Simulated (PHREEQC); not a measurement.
0.2 mol of Fluorite (CaF2) is brought to equilibrium with 1 kg of water holding 0.02 mol/kgw Na2SO4, with rising amounts of NaHF2, at 25 °C. O2 is buffered at 0.21 atm. CO2 from the air is kept out. Solids allowed: Fluorite. Others were left out.

Base run: PHREEQC, ion-association model, phreeqc.dat. Each further column changes one thing. The table gives pH.

| NaHF2 added (mol) | base | temperature from 25 to 60 °C | temperature from 25 to 40 °C |
|---|---|---|---|
| 0 | 7.18 | 6.82 | 7.00 |
| 0.00333 | 3.33 | 3.59 | 3.43 |
| 0.005 | 3.27 | 3.53 | 3.37 |
| 0.00667 | 3.23 | 3.49 | 3.34 |
| 0.01 | 3.18 | 3.45 | 3.29 |
| 0.0133 | 3.16 | 3.43 | 3.27 |
| 0.015 | 3.15 | 3.42 | 3.26 |
| 0.0167 | 3.14 | 3.41 | 3.25 |
| 0.02 | 3.12 | 3.40 | 3.24 |

 Away from 25 °C the constants follow the database's enthalpies or fits; those with neither stay at their 25 °C values.
